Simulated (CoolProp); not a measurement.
A single-stage vapour-compression cycle with chloromethane (R40): evaporating at 247.15 K (dew point), condensing at 274.15 K (bubble point), superheat 5 K, subcooling 0 K, compressor efficiency 0.8, no pressure losses. Each further row changes one setting.

The numbers come from the reference Helmholtz-energy equation of state, Thol 2014 in CoolProp.

```csv
case,cooling COP,pressure ratio,discharge temperature (K),refrigerating effect (kJ/kg),volumetric capacity (kJ/m³)
as stated,6.54,2.90,328.8,391,902
evaporating temperature 252.15 K,[?],2.33,[?],394,1110
condensing temperature 269.15 K,[?],[?],315.3,399,920
subcooling 5 K,6.67,2.90,328.8,399,920
superheat 15 K,6.40,2.90,340.7,400,881
compressor efficiency 0.7,5.72,2.90,[?],391,902
```

Problem. Complete the blanks.

Solution. 
- evaporating temperature 252.15 K, cooling COP: 8.35
- evaporating temperature 252.15 K, discharge temperature (K): 318.0
- condensing temperature 269.15 K, cooling COP: 8.17
- condensing temperature 269.15 K, pressure ratio: 2.42
- compressor efficiency 0.7, discharge temperature (K): 338.2
